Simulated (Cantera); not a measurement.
Catalytic combustion on Pt

An isothermal plug-flow reactor at 525 K and 0.680 bar (inlet), inlet velocity 0.085 m/s, active area per volume 1300 1/m; feed 1.00 % CO, 3.44 % O₂, 85.0 % N₂, 10.5 % H₂O.

Model: Deutschmann's 1995 Pt surface mechanism with GRI-Mech 3.0 gas chemistry, integrated in Cantera. Catalytic surfaces can have several steady states; this one follows from the mechanism file's or the stated starting coverage. Mass transfer to the wall is taken as infinitely fast.

| z (m) | x CO | x O₂ | x H₂O | x CO₂ | θ free Pt | θ O* | θ CO* |
|---|---|---|---|---|---|---|---|
| 0.00021 | 0.0100 | 0.0344 | 0.105 | 5.47e-6 | 0.00164 | 0.00275 | 0.995 |
| 0.00037 | 0.01000 | 0.0344 | 0.105 | 9.63e-6 | 0.00164 | 0.00275 | 0.995 |
| 0.00065 | 0.00999 | 0.0344 | 0.105 | 1.69e-5 | 0.00165 | 0.00275 | 0.995 |
| 0.0012 | 0.00998 | 0.0344 | 0.105 | 3.13e-5 | 0.00165 | 0.00276 | 0.995 |
| 0.0021 | 0.00995 | 0.0344 | 0.105 | 5.48e-5 | 0.00165 | 0.00277 | 0.995 |
| 0.0037 | 0.00991 | 0.0344 | 0.105 | 9.68e-5 | 0.00165 | 0.00278 | 0.995 |
| 0.0065 | 0.00984 | 0.0344 | 0.105 | 0.000171 | 0.00166 | 0.00280 | 0.995 |
| 0.012 | 0.00969 | 0.0343 | 0.105 | 0.000318 | 0.00168 | 0.00285 | 0.995 |
| 0.021 | 0.00945 | 0.0342 | 0.105 | 0.000564 | 0.00170 | 0.00294 | 0.995 |
x: gas mole fraction; θ: surface coverage.
